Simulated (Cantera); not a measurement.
An adiabatic, constant-volume homogeneous reactor starts with H₂ : O₂ : N₂ = 1 : 1.09 : 4.09 (molar parts), equivalence ratio 0.46, at 1098 K and 5.00 bar. Integrator tolerance rtol = 1e-08.

Computed with Cantera and GRI-Mech 3.0 (53 species, 325 reactions). The hydrogen kinetics of GRI-Mech 3.0 are dated; newer H2 mechanisms differ, most at raised pressure.

Problem. What does this change do: constant pressure in place of constant volume?

Solution. 
| quantity | before | after |
|---|---|---|
| time of steepest temperature rise | 0.653 ms | 0.666 ms |
| temperature at 6.00 s | 2446 K | 2217 K |
| equilibrium temperature | 2446 K | 2217 K |
| x(H₂) at 6.00 s | 0.000795 (gas-phase equilibrium 0.000795) | 0.000315 (gas-phase equilibrium 0.000315) |
| x(O₂) at 6.00 s | 0.0949 (gas-phase equilibrium 0.0949) | 0.0984 (gas-phase equilibrium 0.0984) |
| x(NO₂) at 6.00 s | 2.71e-5 (gas-phase equilibrium 2.71e-5) | 1.63e-5 (gas-phase equilibrium 1.63e-5) |
| x(NO) at 6.00 s | 0.0134 (gas-phase equilibrium 0.0134) | 0.00858 (gas-phase equilibrium 0.00858) |
| x(HO₂) at 6.00 s | 1.60e-5 (gas-phase equilibrium 1.60e-5) | 6.96e-6 (gas-phase equilibrium 6.96e-6) |

Problem. What does this change do: 0.0089 parts NO added?

Solution. 
```json
[
 {"quantity": "time of steepest temperature rise", "before": "0.653 ms", "after": "49.0 µs"},
 {"quantity": "temperature at 6.00 s", "before": "2446 K", "after": "2448 K"},
 {"quantity": "equilibrium temperature", "before": "2446 K", "after": "2448 K"},
 {"quantity": "x(H₂) at 6.00 s", "before": "0.000795 (gas-phase equilibrium 0.000795)", "after": "0.000798 (gas-phase equilibrium 0.000798)"},
 {"quantity": "x(O₂) at 6.00 s", "before": "0.0949 (gas-phase equilibrium 0.0949)", "after": "0.0955 (gas-phase equilibrium 0.0955)"},
 {"quantity": "x(NO₂) at 6.00 s", "before": "2.71e-5 (gas-phase equilibrium 2.71e-5)", "after": "2.73e-5 (gas-phase equilibrium 2.73e-5)"},
 {"quantity": "x(NO) at 6.00 s", "before": "0.0134 (gas-phase equilibrium 0.0134)", "after": "0.0135 (gas-phase equilibrium 0.0135)"},
 {"quantity": "x(HO₂) at 6.00 s", "before": "1.60e-5 (gas-phase equilibrium 1.60e-5)", "after": "1.61e-5 (gas-phase equilibrium 1.61e-5)"}
]
```
The mechanism lacks 2 NO + O2 → 2 NO2 and HONO, so NO2 and the effect of NO are under-described below about 1400 K.
